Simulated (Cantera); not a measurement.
Mixture: CH4 : C2H6 : C3H8 : O2 : N2 = 1 : 0.079 : 0.033 : 3.94 : 14.8 (molar parts), equivalence ratio 0.62, at 10.9 atm, adiabatic and at constant volume. Ignition delay is the time to a rise of 400 K.

Computed with Cantera and GRI-Mech 3.0 (53 species, 325 reactions).

Q: What does this change do: pressure from 10.9 atm to 0.987 atm?

A: 
| quantity | before | after |
|---|---|---|
| delay at 1175 K | 1.37 ms | 7.46 ms |
| delay at 1225 K | 0.718 ms | 3.76 ms |
| delay at 1275 K | 0.395 ms | 1.95 ms |
| delay at 1325 K | 0.224 ms | 1.05 ms |
| delay at 1375 K | 0.131 ms | 0.592 ms |
| delay at 1425 K | 79.2 µs | 0.350 ms |
| delay at 1475 K | 49.2 µs | 0.217 ms |
| apparent activation energy between 1375 and 1475 K | 170 kJ/mol | 170 kJ/mol |
